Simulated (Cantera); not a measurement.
## Thermodynamics of chlorosilane synthesis and conversion, feed SiCl4 + H2 + Cl2

A closed system holds: 1 mol SiCl4, 9.7 mol H2, 0.94 mol Cl2, equilibrated at 10000 Pa.

Method: chemical equilibrium by Gibbs-energy minimisation in Cantera with the NASA 1993 tables (ideal gas, pure condensed phases). Candidate condensed phases: Si; 19 gas species. The tables' values for SiCl3 are old estimates; treat these amounts as uncertain. Rates play no part.

| T (°C) | x H2 | x HCl | x SiCl4 | x SiCl2 | x SiCl3 | x SiHCl3 | x SiH2Cl2 |
|---|---|---|---|---|---|---|---|
| 350 | 0.753 | 0.162 | 0.0859 | <1e-12 | 4.75e-10 | 1.85e-5 | 2.15e-10 |
| 450 | 0.752 | 0.162 | 0.0858 | 8.48e-12 | 5.39e-8 | 0.000119 | 1.15e-8 |
| 550 | 0.752 | 0.162 | 0.0854 | 3.79e-9 | 1.90e-6 | 0.000479 | 2.26e-7 |
| 650 | 0.751 | 0.163 | 0.0845 | 4.32e-7 | 3.01e-5 | 0.00139 | 2.23e-6 |
| 750 | 0.749 | 0.165 | 0.0824 | 1.85e-5 | 0.000269 | 0.00317 | 1.35e-5 |
| 850 | 0.745 | 0.170 | 0.0780 | 0.000371 | 0.00153 | 0.00587 | 5.42e-5 |
| 950 | 0.733 | 0.182 | 0.0676 | 0.00367 | 0.00558 | 0.00839 | 0.000139 |
| 1050 | 0.705 | 0.211 | 0.0474 | 0.0165 | 0.0119 | 0.00802 | 0.000195 |
| 1150 | 0.668 | 0.249 | 0.0243 | 0.0374 | 0.0152 | 0.00506 | 0.000160 |
| 1250 | 0.641 | 0.278 | 0.00931 | 0.0556 | 0.0132 | 0.00241 | 0.000100 |
| 1350 | 0.627 | 0.293 | 0.00306 | 0.0663 | 0.00933 | 0.00101 | 5.68e-5 |
x: gas mole fraction; nothing condenses.

From 350 °C to 1350 °C nothing is condensed. The main Si-bearing gas is SiCl4 at 350 °C and SiCl2 at 1350 °C.
